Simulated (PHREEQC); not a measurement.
**Ultrapure water in contact with air or piping: speciation**

A made-up water analysis in mg/L, 20 °C, pH 6.6, pe 13:

```csv
constituent,mg/L
Na,0.194
K,0.0988
Ca,0.285
Mg,0.0708
Cl,0.301
S(6) as SO4,0.242
Alkalinity as HCO3,1.05
Cu(2),0.0263
N(5) as NO3,0.000442
Cd,0.0406
B,7.96e-05
Zn,0.000478
Pb,0.00297
```

Valence states are taken as typed.

Model: ion-association model, phreeqc.dat, run in PHREEQC.

Each row changes one thing in this solution. No solid was allowed to form.

```json
[
 {"case": "as made", "CO2 (mol/kgw)": "1.03e-5", "Cu+2 (mol/kgw)": "2.99e-7", "Cu(OH)2 (mol/kgw)": "9.60e-8", "CuOH+ (mol/kgw)": "1.16e-8", "CuCO3 (mol/kgw)": "4.46e-9", "CO3-2 (mol/kgw)": "2.95e-9", "SI of Otavite (CdCO3)": "-2.90", "SI of Pb(OH)2 (Pb(OH)2)": "-3.04"},
 {"case": "pH from 6.6 to 6.3 at the same alkalinity", "CO2 (mol/kgw)": "(withheld)", "Cu+2 (mol/kgw)": "(withheld)", "Cu(OH)2 (mol/kgw)": "2.99e-8", "CuOH+ (mol/kgw)": "7.22e-9", "CuCO3 (mol/kgw)": "2.83e-9", "CO3-2 (mol/kgw)": "1.52e-9", "SI of Otavite (CdCO3)": "-3.19", "SI of Pb(OH)2 (Pb(OH)2)": "-3.61"},
 {"case": "S(6) from 0.242 to 0.121 mg/L", "CO2 (mol/kgw)": "1.03e-5", "Cu+2 (mol/kgw)": "2.99e-7", "Cu(OH)2 (mol/kgw)": "9.61e-8", "CuOH+ (mol/kgw)": "1.16e-8", "CuCO3 (mol/kgw)": "4.46e-9", "CO3-2 (mol/kgw)": "2.95e-9", "SI of Otavite (CdCO3)": "-2.90", "SI of Pb(OH)2 (Pb(OH)2)": "-3.04"},
 {"case": "pH from 6.6 to 6.1 at the same alkalinity", "CO2 (mol/kgw)": "(withheld)", "Cu+2 (mol/kgw)": "3.91e-7", "Cu(OH)2 (mol/kgw)": "1.25e-8", "CuOH+ (mol/kgw)": "4.81e-9", "CuCO3 (mol/kgw)": "1.92e-9", "CO3-2 (mol/kgw)": "9.75e-10", "SI of Otavite (CdCO3)": "-3.38", "SI of Pb(OH)2 (Pb(OH)2)": "(withheld)"}
]
```

Complete the blanks.


- pH from 6.6 to 6.3 at the same alkalinity, CO2 (mol/kgw): 2.11e-5
- pH from 6.6 to 6.3 at the same alkalinity, Cu+2 (mol/kgw): 3.71e-7
- pH from 6.6 to 6.1 at the same alkalinity, CO2 (mol/kgw): 3.41e-5
- pH from 6.6 to 6.1 at the same alkalinity, SI of Pb(OH)2 (Pb(OH)2): -4.01

The database's constant for dissolved Cu(OH)2 is higher than later reviews accept.
